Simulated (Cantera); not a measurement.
Charge: 1 mol BN, 0.13 mol N2, at 1.20 Pa.

Equilibrium computed with Cantera from the NASA thermochemical tables; the gas is ideal and each condensed phase is pure. Candidate condensed phases: B, BN; 5 gas species. Rates play no part.

Question: What share of the B ends up in condensed phases as a function of T (°C), at 1250, 1350, 1450, 1550, 1650, 1750, 1850, 1950?

Answer: 
```json
[
 {"T (°C)": "1250", "B condensed (%)": "100.0", "as": "BN(s)"},
 {"T (°C)": "1350", "B condensed (%)": "100.0", "as": "BN(s)"},
 {"T (°C)": "1450", "B condensed (%)": "100.0", "as": "BN(s)"},
 {"T (°C)": "1550", "B condensed (%)": "100.0", "as": "BN(s)"},
 {"T (°C)": "1650", "B condensed (%)": "99.8", "as": "B(s)"},
 {"T (°C)": "1750", "B condensed (%)": "99.0", "as": "B(s)"},
 {"T (°C)": "1850", "B condensed (%)": "94.8", "as": "B(s)"},
 {"T (°C)": "1950", "B condensed (%)": "71.4", "as": "B(s)"}
]
```
